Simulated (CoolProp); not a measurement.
Values from CoolProp's reference Helmholtz-energy equation of state, Lemmon 2013.

Task: For propylene, give the phase and the conductivity (mW/(m K)), fugacity coefficient at 393.3 K and 2.28 MPa.

Result: 
- 393.3 K and 2.28 MPa: gas; conductivity 31.8, fugacity coefficient 0.869

Thermal conductivity comes from a separate model (Huber 2003), an estimate that may be off by 10 % or more.
